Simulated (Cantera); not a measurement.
Charge: 1 mol SiCl4, 0.017 mol C3H8, 45 mol H2, equilibrated at 1.00 bar.

Method: chemical equilibrium by Gibbs-energy minimisation in Cantera with the NASA 1993 tables (ideal gas, pure condensed phases). Candidate condensed phases: C, C6H6, C7H8, C8H18, Si, SiC; 109 gas species. Mutual solubility and eutectic melting of coexisting phases are not modelled. Gases not in the tables: Si2H6 and higher silanes. Kinetics and transport are ignored.

Task: Which condensed phases are stable at each of these points (T (K)): 1450, 1550, 1650, 1750, 1850, 1950, 2050, 2150, 2250, 2350?

Result: 
```tsv
T (K)	condensed phases	Si condensed (%)
1450	Si(s) + SiC(s)	34.9
1550	Si(s) + SiC(s)	36.5
1650	Si(s) + SiC(s)	36.1
1750	Si(l) + SiC(s)	39.0
1850	Si(l) + SiC(s)	43.6
1950	Si(l) + SiC(s)	47.3
2050	Si(l) + SiC(s)	50.0
2150	Si(l) + SiC(s)	51.4
2250	Si(l) + SiC(s)	50.2
2350	Si(l) + SiC(s)	44.5
```

From 1450 K to 1650 K the condensed part is Si(s) + SiC(s). From 1750 K to 2350 K the condensed part is Si(l) + SiC(s).
